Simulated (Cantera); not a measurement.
Mixture: CH4 : CO : O2 : N2 : CO2 = 1 : 0.43 : 4.03 : 15.1 : 0.49 (molar parts), at 540000 Pa, adiabatic and at constant volume. Ignition delay is the time to a rise of 400 K.

Computed with Cantera and GRI-Mech 3.0 (53 species, 325 reactions).

### Question
What does this change do: pressure from 540000 Pa to 500000 Pa?

### Answer
```
quantity                                                before       after
--------------------------------------------------  ----------  ----------
delay at 1100 K                                        36.6 ms     39.4 ms
delay at 1175 K                                        11.6 ms     12.5 ms
delay at 1250 K                                        4.13 ms     4.43 ms
delay at 1325 K                                        1.62 ms     1.73 ms
delay at 1400 K                                       0.686 ms    0.731 ms
delay at 1475 K                                       0.314 ms    0.334 ms
apparent activation energy between 1325 and 1475 K  180 kJ/mol  180 kJ/mol
```
